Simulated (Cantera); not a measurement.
A Cantera script and what it prints.

```python
import numpy as np
import cantera as ct

gas_names = """
    CL CL2 H HCL H2 Si SiCL SiCL2 SiCL3 SiCL4 SiH SiHCL3 SiH2 SiH2CL2 SiH3 SiH3CL SiH4 Si2 Si3
""".split()
cond_names = """
    Si(cr) Si(L)
""".split()


# ... load() reads the species with a 1 bar reference pressure and builds the phases ...
atoms = {
    'Si2H6': {'Si': 2, 'H': 6},
    'HCl': {'H': 1, 'CL': 1},
    'H2': {'H': 2},
}
top_T = {}  # K; cautious upper limits of use, not melting points


# ... equilibrate(T, P, feed) seeds the gas with the atoms and calls Mixture.equilibrate('TP', solver="vcs", rtol=1e-11, max_steps=5000) ...
results = []
feed = {'Si2H6': 1, 'HCl': 0.31, 'H2': 320}  # mol
T = 1225  # K
P = 1000  # Pa
mix = equilibrate(T, P, feed)
results.append((T, P, feed, dict(zip(mix.species_names, mix.species_moles))))
print(gas.report(threshold=1e-06))
for i in range(1, mix.n_phases):
    print(f"{mix.phase(i).name:16s} {mix.phase_moles(i):12.5e} mol")
```

Output:

```
       temperature   1225 K
          pressure   1000 Pa
           density   0.00020118 kg/m^3
  mean mol. weight   2.0491 kg/kmol
   phase of matter   gas

                          1 kg             1 kmol
                     ---------------   ---------------
          enthalpy        1.3423e+07        2.7504e+07  J
   internal energy        8.4522e+06        1.7319e+07  J
           entropy        1.0291e+05        2.1087e+05  J/K
    Gibbs function       -1.1264e+08       -2.3081e+08  J
 heat capacity c_p             15227             31202  J/K
 heat capacity c_v             11170             22887  J/K

                      mass frac. Y      mole frac. X     chem. pot. / RT
                     ---------------   ---------------   ---------------
                 H        1.5324e-06         3.115e-06            -11.32
               HCL           0.01698        0.00095432            -45.44
                H2           0.98291           0.99904           -22.639
             SiCL2        0.00010741        2.2234e-06           -72.344
     [  +15 minor]        1.9356e-06        6.2078e-08

Si(cr)            1.99926e+00 mol
```

Cantera equilibrium calculation (NASA polynomials, part measured and part estimated; ideal gas, pure solids and liquids). The feed counts by its element totals alone.
